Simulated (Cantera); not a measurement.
Mixture: CH4 : CO : O2 : N2 = 1 : 0.063 : 1.35 : 5.09 (molar parts), equivalence ratio 1.5, at 4.93 atm, adiabatic and at constant pressure. Ignition delay is the time to a rise of 400 K.

Detailed kinetics in Cantera: GRI-Mech 3.0 (53 species, 325 reactions).

### Question
What does this change do: 0.02 parts C2H6 added?

### Answer
| quantity | before | after |
|---|---|---|
| delay at 1225 K | 9.91 ms | 6.08 ms |
| delay at 1325 K | 2.87 ms | 1.88 ms |
| delay at 1425 K | 0.922 ms | 0.613 ms |
| delay at 1525 K | 0.323 ms | 0.214 ms |
| delay at 1625 K | 0.125 ms | 82.1 µs |
| apparent activation energy between 1525 and 1625 K | 200 kJ/mol | 200 kJ/mol |
